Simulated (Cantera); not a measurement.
An isothermal, constant-pressure homogeneous reactor starts with 72.6 % H2, 15.8 % O2, 11.7 % N2, equivalence ratio 2.3, at 1175 K and 0.800 bar.

Cantera simulation using the H2/O2 subset of GRI-Mech 3.0, which has no nitrogen chemistry; the numbers are that mechanism's predictions, not measurements. The temperature is held fixed by assumption; the heat of reaction is taken as removed at once.

x: mole fraction; the columns are a selection and need not sum to one.

| t (s) | x H2 | x O2 | x H2O2 | x H | x HO2 |
|---|---|---|---|---|---|
| 2.00e-6 | 0.726 | 0.158 | 2.28e-11 | 9.53e-9 | ___ |
| 2.00e-5 | 0.726 | 0.158 | 1.01e-8 | 4.66e-6 | ___ |
| 0.000200 | 0.478 | 1.38e-6 | 1.23e-8 | 0.0123 | ___ |
| 0.00200 | 0.486 | 5.90e-9 | 7.49e-10 | 0.000925 | 2.62e-11 |
| 0.0200 | 0.487 | 1.15e-10 | 2.60e-11 | 9.01e-5 | <1e-12 |
| 0.200 | 0.487 | 1.38e-12 | <1e-12 | 8.98e-6 | <1e-12 |
| 2.00 | 0.487 | <1e-12 | <1e-12 | 9.01e-7 | <1e-12 |
| 20.0 | 0.487 | <1e-12 | <1e-12 | 1.22e-7 | <1e-12 |
| 200 | 0.487 | <1e-12 | <1e-12 | 9.63e-8 | <1e-12 |

**Question.** Some entries are withheld; supply them.

**Answer.** 
- 2.00e-6, x HO2: 8.28e-9
- 2.00e-5, x HO2: 9.72e-7
- 0.000200, x HO2: 2.99e-9
